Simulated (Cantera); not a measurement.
Cantera run, input and output.

```python
import numpy as np
import cantera as ct

gas = ct.Solution("SiF4_NH3_mec.yaml", "gas")
gas.TPX = 1575, 100000, {'NH3': 1, 'H2': 0.22}
reactor = ct.IdealGasConstPressureReactor(gas, energy="off", clone=False)
net = ct.ReactorNet([reactor])
net.rtol, net.atol = 1e-08, 1e-18
show = ['NH3', 'H2', 'NH2', 'NH', 'H']
times = np.geomspace(7e-06, 3, 14)

steps = ct.SolutionArray(gas, extra=["t"])
rows = []
print(f"{'t/s':>10s}{'T/K':>9s}{'P/Pa':>11s}" + "".join(f"{s:>11s}" for s in show))
for t in times:
    while net.time < t:
        t_next = net.step()
        steps.append(gas.state, t=t_next)
    rows.append([np.interp(t, steps.t, y) for y in (steps.T, steps.P, *steps(*show).X.T)])
    print(f"{t:10.3e}{rows[-1][0]:9.1f}{rows[-1][1]:11.4g}" + "".join(f"{x:11.3e}" for x in rows[-1][2:]))
rate = np.gradient(steps.T, steps.t)
print("integrator steps:", len(steps.t))
if steps.T.max() > steps.T[0] + 200:
    print(f"time of steepest temperature rise: {steps.t[rate.argmax()]:.4e} s")
gas.TPX = 1575, 100000, {'NH3': 1, 'H2': 0.22}
gas.equilibrate("TP")
print(f"equilibrium (TP): T = {gas.T:.1f} K  " + "  ".join(f"{s} {gas[s].X[0]:.3e}" for s in show))
```

It prints:

```
       t/s      T/K       P/Pa        NH3         H2        NH2         NH          H
 7.000e-06   1575.0      1e+05  8.197e-01  1.803e-01  2.982e-07  2.187e-12  3.094e-08
 1.898e-05   1575.0      1e+05  8.197e-01  1.803e-01  8.132e-07  2.203e-11  7.939e-08
 5.147e-05   1575.0      1e+05  8.197e-01  1.803e-01  2.209e-06  1.855e-10  2.107e-07
 1.396e-04   1575.0      1e+05  8.197e-01  1.803e-01  5.983e-06  1.427e-09  5.658e-07
 3.785e-04   1575.0      1e+05  8.196e-01  1.803e-01  1.607e-05  1.040e-08  1.515e-06
 1.026e-03   1575.0      1e+05  8.196e-01  1.803e-01  4.021e-05  6.419e-08  3.789e-06
 2.783e-03   1575.0      1e+05  8.195e-01  1.804e-01  6.668e-05  1.728e-07  6.286e-06
 7.546e-03   1575.0      1e+05  8.190e-01  1.807e-01  6.954e-05  1.876e-07  6.570e-06
 2.046e-02   1575.0      1e+05  8.179e-01  1.816e-01  6.946e-05  1.875e-07  6.603e-06
 5.549e-02   1575.0      1e+05  8.147e-01  1.839e-01  6.925e-05  1.872e-07  6.691e-06
 1.505e-01   1575.0      1e+05  8.063e-01  1.900e-01  6.867e-05  1.865e-07  6.926e-06
 4.080e-01   1575.0      1e+05  7.844e-01  2.059e-01  6.715e-05  1.843e-07  7.544e-06
 1.106e+00   1575.0      1e+05  7.305e-01  2.449e-01  6.338e-05  1.780e-07  9.095e-06
 3.000e+00   1575.0      1e+05  6.157e-01  3.282e-01  5.505e-05  1.617e-07  1.256e-05
integrator steps: 558
equilibrium (TP): T = 1575.0 K  NH3 1.595e-05  H2 7.747e-01  NH2 1.773e-09  NH 6.668e-12  H 3.682e-05
```

Cantera simulation using the gas-phase N/H chemistry of the illustrative SiF4/NH3 mechanism in the Surface Chemkin manual (1991); the numbers are that mechanism's predictions, not measurements. Walls and surfaces, which speed up NH3 decomposition in real reactors, are not modelled.
